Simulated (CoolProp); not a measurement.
Aqueous potassium formate as a coolant, 25 % by mass, freezing at -15.9 °C, 1 atm.

Model: Melinder's fits for secondary coolants, in CoolProp.

```
T (°C)  cp (kJ/(kg K))  viscosity (mPa s)  conductivity (W/(m K))  Prandtl number
------  --------------  -----------------  ----------------------  --------------
-12.3            3.244               3.62                   0.510            23.0
-6.6             3.253               2.99                   0.517            18.8
-0.8             3.263               2.50                   0.525            15.6
4.9              3.271               2.14                   0.532            13.2
10.6             3.280               1.85                   0.539             [?]
16.3             3.289               1.63                   0.546            9.79
22               3.298               1.44                   0.553            8.58
27.7             3.307                [?]                   0.561            7.60
33.4             3.316                [?]                   0.568             [?]
```

Complete the blanks.


- 10.6, Prandtl number: 11.3
- 27.7, viscosity (mPa s): 1.29
- 33.4, viscosity (mPa s): 1.16
- 33.4, Prandtl number: 6.77
